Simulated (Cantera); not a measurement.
Charge: 1 mol N2O, 0.099 mol SO2, equilibrated at 352 °C and 73500 Torr.

Cantera equilibrium calculation (NASA polynomials, part measured and part estimated; ideal gas, pure solids and liquids). Candidate condensed phases: S; 17 gas species. The ideal-gas law is rough above about 30 bar. Kinetics and transport are ignored.

### Question
What is the equilibrium state?

### Answer
- x(N2) = 0.645
- x(O2) = 0.291
- x(SO3) = 0.0639
- x(SO2) = 5.45e-6
- x(NO2) = 1.90e-6
- gas amount = 1.550 mol
- log10 activity of S(l) (absent) = -29.80
